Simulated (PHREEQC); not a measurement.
Solution (60 °C): 0.11 mol/kgw Na2S, 0.0018 mol/kgw HCl and 0.00014 mol/kgw FeCl2. It is in equilibrium with CO2 at log p = -1 (atm). Otherwise closed; pH follows from the charge balance.

Model: ion-association model, phreeqc.dat, run in PHREEQC.

| Property | Result |
|---|---|
| pH | 7.90 |
| ionic strength | 0.210 mol/kgw |
| activity of water | 0.993 |
| specific conductance | 32100 µS/cm |
| density | 0.993 g/cm³ |
| total alkalinity | 218 meq/kg |

```
species   molality  activity   log γ
--------  --------  --------  ------
Na+          0.208     0.152  -0.137
HS-          0.106    0.0728  -0.163
HCO3-       0.0906    0.0661  -0.137
NaCO3-     0.00707   0.00515  -0.137
NaHCO3     0.00451   0.00473   0.021
H2S        0.00367   0.00385   0.021
Cl-        0.00208   0.00145  -0.157
CO2        0.00157   0.00164   0.021
CO3-2      0.00132  0.000375  -0.547
Fe(HS)3-  0.000129   9.39e-5  -0.137
S-2        2.19e-5   5.94e-6  -0.566
Fe(HS)2    1.13e-5   1.18e-5   0.021
OH-        1.10e-5   7.57e-6  -0.163
(CO2)2     1.22e-7   1.28e-7   0.021
H+         1.61e-8   1.27e-8  -0.105
```

Precipitation was switched off in this run. Species that the database lacks are ignored. Away from 25 °C the constants follow the database's enthalpies or fits; those with neither stay at their 25 °C values.
